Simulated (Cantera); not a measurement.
# Pb + H2 (iron carbonyl, mercury and lead vapours)

Feed: 1 mol Pb, 0.34 mol H2, at 3.10 mbar.

Equilibrium computed with Cantera from the NASA thermochemical tables; the gas is ideal and each condensed phase is pure. Candidate condensed phases: Pb; 4 gas species. Kinetics and transport are ignored.

From 900 °C to 1000 °C the condensed part is Pb(l). From 1025 °C to 1100 °C nothing is condensed. The main Pb-bearing gas is Pb throughout.

```csv
T (°C),x H2,x Pb,x Pb2,x H,n Pb(l)
900,0.864,0.136,3.82e-6,1.97e-6,0.946
925,0.799,0.201,7.35e-6,3.05e-6,0.914
950,0.707,0.293,1.37e-5,4.54e-6,0.859
975,0.581,0.419,2.50e-5,6.39e-6,0.754
1000,0.408,0.592,4.44e-5,8.18e-6,0.506
1025,0.254,0.746,6.32e-5,9.69e-6,0
1050,0.254,0.746,5.68e-5,1.43e-5,0
1075,0.254,0.746,5.12e-5,2.09e-5,0
1100,0.254,0.746,4.64e-5,3.01e-5,0
```
x: gas mole fraction; n: condensed amount in mol.
